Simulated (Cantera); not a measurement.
**Equilibrium for aluminium nitride and oxide growth: Al + HCl + N2 + O2**

Charge: 1 mol Al, 3.6 mol HCl, 3.4 mol N2, a varied amount of O2, equilibrated at 1675 °C and 0.400 bar.

Equilibrium computed with Cantera from the NASA thermochemical tables; the gas is ideal and each condensed phase is pure. Candidate condensed phases: Al, AlCl3, AlN, Al2O3, H2O, NH4Cl; 45 gas species. Gases not in the tables: Al(OH)3. The numbers say what is thermodynamically allowed, not how fast it happens.

```
n(O2) (mol)   x N2     x O2  x HCl    x Cl   x H2O  n Al2O3(s)
-----------  -----  -------  -----  ------  ------  ----------
0.88         0.471  0.00372  0.442  0.0501  0.0281       0.498
1.3          0.442   0.0499  0.388  0.0701  0.0403       0.499
1.8          0.414    0.104  0.353  0.0743  0.0430       0.500
2.6          0.376    0.181  0.312  0.0751  0.0434       0.500
3.7          0.334    0.267  0.271  0.0730  0.0419       0.500
5.3          0.287    0.365  0.227  0.0687  0.0391       0.500
7.5          0.241    0.463  0.186  0.0628  0.0352       0.500
```
x: gas mole fraction; n: condensed amount in mol.

From 0.88 mol O2 to 7.5 mol O2 the condensed part is Al2O3(s).
